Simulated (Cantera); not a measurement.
Input: 1 mol PbO, 2200 mol H2, 48 mol N2, held at 1.00 Torr.

Cantera equilibrium calculation (NASA polynomials, part measured and part estimated; ideal gas, pure solids and liquids). Candidate condensed phases: H2O, Pb, PbO, PbO2, Pb3O4; 27 gas species. Rates play no part. All values below are at 1000 °C.

Base state: H2 0.978, N2 0.0213, H2O 0.000445, Pb 0.000445, H 1.93e-5 (mole fractions); condensed: gas only.

### Question
What changes in the equilibrium state with this change: PbO replaced by SiO2?

### Answer
```
species                before    after
-------------------  --------  -------
H2                      0.978    0.979
N2                     0.0213   0.0214
SiO                         0  2.30e-5
Pb                   0.000445        0
H2O                  0.000445  2.30e-5
H                     1.93e-5  1.93e-5
SiO2(β-quartz), mol         0    0.948
```
The tables hold silica as quartz up to 1696 K and as liquid above; real silica turns to tridymite and cristobalite and melts near 1996 K. Further candidate phases: Si, SiO2, Si2N2O, Si3N4.
